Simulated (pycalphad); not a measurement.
Source of the numbers: pycalphad with the COST 507 light-alloy database (1999); pressure 1 atm. The data set is of 1999 and partly superseded. Kinetics are ignored, which matters at the lower temperatures.

Task: How does the equilibrium phase assembly of Si-36.3Cu (at.%) change on cooling from 2350 K to 510 K?

Result: 
```json
[
 {"T (K)": "1448.2", "phases above": "liquid", "phases below": "diamond (Si) + liquid"},
 {"T (K)": "1073.6", "phases above": "diamond (Si) + liquid", "phases below": "CU19SI6_ETA + diamond (Si)"}
]
```
Changes were sought between steps of 40 K, so a narrower field can be missed.

Database names, with the compositions (at.%) that they take in these runs: CU19SI6_ETA: Cu 76 Si 24.
